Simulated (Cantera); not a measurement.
Mixture: C₃H₈ : O₂ : N₂ : CO₂ = 1 : 4.17 : 15.7 : 0.79 (molar parts), at 16500 Torr, adiabatic and at constant volume. Ignition delay is the time to a rise of 400 K.

Model: GRI-Mech 3.0 (53 species, 325 reactions), integrated in Cantera. GRI-Mech 3.0 was tuned for natural gas; its chemistry of propane as a main component is partial and can be far from experiment. The pressure lies above the range GRI-Mech 3.0 was tuned for (to about 10 atm).

Task: What does this change do: pressure from 16500 Torr to 3830 Torr?

Result: 
| quantity | before | after |
|---|---|---|
| delay at 1100 K | 5.24 ms | 19.4 ms |
| delay at 1175 K | 1.41 ms | 4.29 ms |
| delay at 1250 K | 0.399 ms | 1.03 ms |
| delay at 1325 K | 0.121 ms | 0.285 ms |
| delay at 1400 K | 41.1 µs | 93.9 µs |
| delay at 1475 K | 16.0 µs | 36.9 µs |
| apparent activation energy between 1325 and 1475 K | 220 kJ/mol | 220 kJ/mol |

Task: What does this change do: O2 4.17 to 3.2 parts?

Result: 
```
quantity                                                before       after
--------------------------------------------------  ----------  ----------
delay at 1100 K                                        5.24 ms     6.69 ms
delay at 1175 K                                        1.41 ms     1.77 ms
delay at 1250 K                                       0.399 ms    0.488 ms
delay at 1325 K                                       0.121 ms    0.146 ms
delay at 1400 K                                        41.1 µs     49.3 µs
delay at 1475 K                                        16.0 µs     19.1 µs
apparent activation energy between 1325 and 1475 K  220 kJ/mol  220 kJ/mol
```
